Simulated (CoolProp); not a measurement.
Computed with CoolProp (reference Helmholtz-energy equation of state, Lemmon 2006). It is a short technical equation, of lower accuracy than the large ones.

For acetone, give the phase and the Z, speed of sound (m/s), isothermal compressibility (1/MPa), expansivity (1/kK) at 299.3 K and 214 bar; 456.3 K and 214 bar.


- 299.3 K and 214 bar: liquid; Z 0.622, speed of sound 1290, isothermal compressibility 0.00101, expansivity 1.23
- 456.3 K and 214 bar: liquid; Z 0.516, speed of sound 739, isothermal compressibility 0.00391, expansivity 1.90
